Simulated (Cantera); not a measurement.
Mixture: 13.6 % CO, 1.63 % H₂, 8.84 % CH₄, 14.8 % O₂, 61.1 % N₂, equivalence ratio 1.7, at 398 Torr, adiabatic and at constant pressure. Ignition delay is the time to a rise of 400 K.

Computed with Cantera and GRI-Mech 3.0 (53 species, 325 reactions). Below about 1000 K GRI-Mech 3.0 lacks low-temperature oxidation paths. Below about 950 K walls govern HO2 and H2O2 in real vessels.

Task: Predict: delay at 923 K; delay at 973 K; delay at 1023 K; delay at 1073 K; delay at 1123 K; delay at 1173 K; apparent activation energy between 1073 and 1173 K.

Result: 
| Quantity | Value |
|---|---|
| delay at 923 K | 0.557 s |
| delay at 973 K | 0.339 s |
| delay at 1023 K | 0.196 s |
| delay at 1073 K | 0.109 s |
| delay at 1123 K | 59.9 ms |
| delay at 1173 K | 32.8 ms |
| apparent activation energy between 1073 and 1173 K | 130 kJ/mol |
